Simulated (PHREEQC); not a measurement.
Brine: an equilibrium model

Consider water at 25 °C with 140 mmol/kgw HCl and 5.3 mmol/kgw NaCl. Closed to the air; pH follows from the charge balance.

The numbers come from PHREEQC with the ion-association model, phreeqc.dat.

```yaml
pH: 0.94
ionic_strength: 0.145 mol/kgw
specific_conductance: 48900 µS/cm
density: 1.000 g/cm³
total_alkalinity: -140 meq/kg
```

| species | molality | activity | log γ |
|---|---|---|---|
| Cl- | 0.145 | 0.107 | -0.131 |
| H+ | 0.140 | 0.113 | -0.091 |
| Na+ | 0.00530 | 0.00405 | -0.117 |

Precipitation was switched off in this run. Species that the database lacks are ignored.
